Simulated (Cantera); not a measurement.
A closed system holds: 1 mol Fe2O3, 2.1 mol Cl2, at 1400 K and 0.000340 bar.

Equilibrium computed with Cantera from the NASA thermochemical tables; the gas is ideal and each condensed phase is pure. The numbers say what is thermodynamically allowed, not how fast it happens.

| species | before | after |
|---|---|---|
| O2 | 0.367 | 0.311 |
| Cl2 | 0.00848 | 0.234 |
| FeCl3 | 0.00515 | 0.213 |
| FeCl2 | 0.478 | 0.201 |
| Cl | 0.142 | 0.0397 |
| Fe2Cl6 | <1e-9 | 0.000111 |
| Fe2Cl4 | 6.81e-6 | 0.000423 |
| O | 3.11e-5 | 1.52e-6 |
| ClO | 4.46e-5 | 0.000216 |
| Fe3O4(s), mol | 0.0683 | 0 |
| Fe2O3(s), mol | 0 | 0.439 |
Gas species are given as mole fractions.

Task: Which change was made?
A. pressure from 0.000340 bar to 0.120 bar
B. Cl2 from 2.1 to 2.8 mol
C. temperature from 1400 K to 923.15 K
D. temperature from 1400 K to 1000 K

Result: A, pressure from 0.000340 bar to 0.120 bar
